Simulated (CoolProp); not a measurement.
n-heptane along the isobar 4470 kPa: Z from the reference equation and from simpler models built on Tc = 541.2 K, pc = 2774 kPa, ω = 0.349; each cubic takes its own stable root.

Model: reference Helmholtz-energy equation of state, Span 2003, in CoolProp. It is a short technical equation, of lower accuracy than the large ones.

| T (K) | phase | reference | van der Waals | Redlich-Kwong | Soave-Redlich-Kwong | Peng-Robinson |
|---|---|---|---|---|---|---|
| 350.2 | liquid | 0.2402 | 0.4017 | 0.2790 | 0.2679 | 0.2377 |
| 378.6 | liquid | 0.2313 | 0.3838 | 0.2694 | 0.2577 | 0.2284 |
| 407 | liquid | 0.2248 | 0.3702 | 0.2633 | 0.2511 | 0.2224 |
| 435.4 | liquid | 0.2210 | 0.3605 | 0.2606 | 0.2483 | 0.2198 |
| 463.7 | liquid | 0.2200 | 0.3547 | 0.2618 | 0.2498 | 0.2213 |
| 492.1 | liquid | 0.2230 | 0.3534 | 0.2681 | 0.2573 | 0.2285 |
| 520.5 | liquid | 0.2329 | 0.3578 | 0.2822 | 0.2752 | 0.2457 |
| 548.9 | supercritical | 0.2597 | 0.3709 | 0.3114 | 0.3163 | 0.2864 |
| 577.2 | supercritical | 0.3517 | 0.4002 | 0.3773 | 0.4269 | 0.3979 |
